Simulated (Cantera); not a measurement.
A Cantera script and its output.

```python
import numpy as np
import cantera as ct

surf = ct.Interface("ptcombust.yaml", "Pt_surf")
gas = surf.adjacent["gas"]
gas.TPX = 475, 21000, {'H2': 0.0031, 'O2': 0.15, 'N2': 0.79}
surf.TP = 475, 21000
reactor = ct.FlowReactor(gas, clone=False)
reactor.area = 0.0001  # m2
reactor.surface_area_to_volume_ratio = 3900  # 1/m
reactor.mass_flow_rate = 0.93 * reactor.area * gas.density  # inlet velocity 0.93 m/s
reactor.energy_enabled = False
wall = ct.ReactorSurface(surf, reactor, clone=False)
net = ct.ReactorNet([reactor])
net.rtol, net.atol = 1e-8, 1e-16
show, cover = ['H2', 'O2', 'H2O'], ['PT(S)', 'H(S)', 'O(S)', 'OH(S)', 'CO(S)', 'C(S)']

rows = []
print(f"{'z/m':>9s}{'u/(m/s)':>9s}" + "".join(f"{s:>13s}" for s in show + cover))
for z in [0.00033, 0.00055, 0.00092, 0.0015, 0.0026, 0.0043, 0.0071, 0.012, 0.02, 0.033]:
    net.advance(z)
    rows.append([reactor.speed, *gas[show].X, *surf[cover].coverages])
    print(f"{z:9.4g}{rows[-1][0]:9.3g}" + "".join(f"{x:13.4e}" for x in rows[-1][1:]))
```

Output:

```
      z/m  u/(m/s)           H2           O2          H2O        PT(S)         H(S)         O(S)        OH(S)        CO(S)         C(S)
  0.00033    0.929   1.5890e-03   1.5833e-01   1.7008e-03   1.4229e-02   4.4150e-10   9.8116e-01   4.6068e-03  -3.2395e-25  -8.2943e-30
  0.00055    0.929   1.1810e-03   1.5816e-01   2.1095e-03   1.0587e-02   2.4376e-10   9.8520e-01   4.2131e-03   1.2270e-25   2.5461e-30
  0.00092    0.929   8.2448e-04   1.5801e-01   2.4666e-03   7.3980e-03   1.1886e-10   9.8891e-01   3.6896e-03   6.3855e-25   1.2215e-29
   0.0015    0.929   5.5943e-04   1.5790e-01   2.7321e-03   5.0234e-03   5.4833e-11   9.9184e-01   3.1402e-03   6.1154e-26  -2.7414e-31
   0.0026    0.929   3.4742e-04   1.5781e-01   2.9444e-03   3.1215e-03   2.1238e-11   9.9434e-01   2.5371e-03   2.0879e-26   4.8119e-31
   0.0043    0.929   2.1905e-04   1.5776e-01   3.0730e-03   1.9689e-03   8.4940e-12   9.9599e-01   2.0444e-03  -1.3660e-24  -3.1354e-29
   0.0071    0.929   1.3615e-04   1.5772e-01   3.1561e-03   1.2243e-03   3.3095e-12   9.9715e-01   1.6270e-03  -7.7910e-26  -1.7923e-30
    0.012    0.929   8.1882e-05   1.5770e-01   3.2104e-03   7.3683e-04   1.2119e-12   9.9799e-01   1.2698e-03  -4.4324e-27  -1.1177e-31
     0.02    0.928   4.9581e-05   1.5769e-01   3.2428e-03   4.4689e-04   4.5180e-13   9.9856e-01   9.9246e-04   4.6892e-26   1.0789e-30
    0.033    0.928   3.0180e-05   1.5768e-01   3.2622e-03   2.7316e-04   1.7133e-13   9.9895e-01   7.7760e-04   2.3599e-27   5.4296e-32
```

Computed with Cantera and Deutschmann's 1995 Pt surface mechanism with GRI-Mech 3.0 gas chemistry. Catalytic surfaces can have several steady states; this one follows from the mechanism file's or the stated starting coverage. Mass transfer to the wall is taken as infinitely fast.
